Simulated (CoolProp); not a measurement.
Vapour-liquid equilibrium of R114 (1) + n-hexane (2) at 446 kPa; x and y are mole fractions of (1).

The numbers come from the multi-fluid Helmholtz-energy mixture model, Platzer 1990 and Thol 2019; pair parameters Bell 2016 in CoolProp. This equation is an older, rougher fit; its heat capacities, sound speeds and derivatives of the liquid may be far off and weren't checked against measurements.

| x | bubble temperature, mixture model (°C) | bubble temperature, Raoult's law (°C) | y, mixture model | y, Raoult's law |
|---|---|---|---|---|
| 0.05 | 114.3 | 116.3 | 0.229 | 0.218 |
| 0.125 | 101.2 | 105.6 | 0.463 | 0.444 |
| 0.2 | 91.2 | 96.6 | 0.610 | 0.595 |
| 0.275 | 83.4 | 89.1 | 0.705 | 0.700 |
| 0.35 | 77.3 | 82.7 | 0.770 | 0.775 |
| 0.425 | 72.4 | 77.1 | 0.817 | 0.831 |
| 0.5 | 68.3 | 72.2 | 0.853 | 0.873 |
| 0.575 | 64.8 | 67.8 | 0.882 | 0.906 |
| 0.65 | 61.8 | 63.9 | 0.906 | 0.932 |
| 0.725 | 59.0 | 60.4 | 0.928 | 0.952 |
| 0.8 | 56.4 | 57.2 | 0.948 | 0.969 |
| 0.875 | 53.9 | 54.3 | 0.967 | 0.982 |
| 0.95 | 51.5 | 51.6 | 0.987 | 0.994 |

The largest gap from Raoult's law is -5.7 K in bubble temperature, at x = 0.275. No azeotrope shows between x = 0.05 and 0.95.

The pair parameters rest on a limited set of measurements; away from them the model extrapolates.
